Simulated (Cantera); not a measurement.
Charge: 1 mol Cu2O, 4.2 mol C, 0.49 mol N2, equilibrated at 1273.15 K and 41000 Pa.

Equilibrium computed with Cantera from the NASA thermochemical tables; the gas is ideal and each condensed phase is pure. Candidate condensed phases: C, Cu, CuO, Cu2O; 27 gas species. Equilibrium is a limit: real reactors are often held back by kinetics, nucleation or transport.

Base state: CO 0.669, N2 0.329, CO2 0.00132 (mole fractions); condensed: C(graphite) + Cu(s).

**Question.** What changes in the equilibrium state with this change: temperature from 1273.15 K to 2100 K?

**Answer.** 
| species | before | after |
|---|---|---|
| CO | 0.669 | 0.654 |
| N2 | 0.329 | 0.320 |
| Cu | 2.02e-7 | 0.0254 |
| Cu2 | <1e-9 | 0.000145 |
| CO2 | 0.00132 | 2.85e-6 |
| C(graphite), mol | 3.20 | 3.20 |
| Cu(s), mol | 2.00 | 0 |
| Cu(l), mol | 0 | 1.96 |

**Question.** What changes in the equilibrium state with this change: pressure from 41000 Pa to 2600 Pa?

**Answer.** 
```tsv
species	before	after
CO	0.669	0.671
N2	0.329	0.329
CO2	0.00132	8.40e-5
C(graphite), mol	3.20	3.20
Cu(s), mol	2.00	2.00
```
